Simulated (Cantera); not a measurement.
A diamond (100) surface in a fixed gas of H2 with x(CH4) = 0.012, x(H) = 0.00067, x(CH3) = 0.0004, 48.8 Torr; coverages are run to steady state.

Model: the Harris–Goodwin 1993 mechanism for the reconstructed diamond (100) surface, integrated in Cantera.

One state of this run: growth (µm/h) = 7.77; θ c6HH = 0.454; θ c6H* = 0.0135; θ c6*H = 0.276; θ c6** = 0.00571; θ c6HM = 0.183. θ: site fractions in the mechanism's names (c6HH fully hydrogenated, c6H* and c6*H radical sites, c6** diradical, c6HM methylated).

Task: Which value of T (K) does it belong to?
A) 1150
B) 1000
C) 950
D) 1250

Result: B, 1000
